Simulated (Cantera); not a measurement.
Source: NASA polynomial tables (part measured, part estimated), evaluated in Cantera. Values are per mole of reaction as written; species without (g) are pure solids or liquids, kept so even where they would boil at 1 bar.

2 COS(g) → C + O2(g) + CS2(g)

| T (K) | ΔH° (kJ) | ΔS° (J/K) | ΔG° (kJ) | log10 K |
|---|---|---|---|---|
| 623 | … | … | … | … |
| 673 | … | … | … | … |
| 723 | 394.0 | -13.8 | 404.0 | -29.19 |
| 773 | 394.1 | -13.7 | 404.7 | -27.35 |
| 823 | 394.2 | -13.6 | 405.4 | -25.73 |
| 873 | … | … | … | … |
| 923 | … | … | … | … |
| 973 | 394.4 | -13.3 | 407.4 | -21.87 |
| 1023 | 394.5 | -13.2 | 408.1 | -20.84 |

**Question.** Some entries are withheld; supply them.

**Answer.** 
- 623, ΔH° (kJ): 393.9
- 623, ΔS° (J/K): -14.0
- 623, ΔG° (kJ): 402.6
- 623, log10 K: -33.76
- 673, ΔH° (kJ): 393.9
- 673, ΔS° (J/K): -14.0
- 673, ΔG° (kJ): 403.3
- 673, log10 K: -31.30
- 873, ΔH° (kJ): 394.3
- 873, ΔS° (J/K): -13.5
- 873, ΔG° (kJ): 406.1
- 873, log10 K: -24.30
- 923, ΔH° (kJ): 394.4
- 923, ΔS° (J/K): -13.4
- 923, ΔG° (kJ): 406.7
- 923, log10 K: -23.02
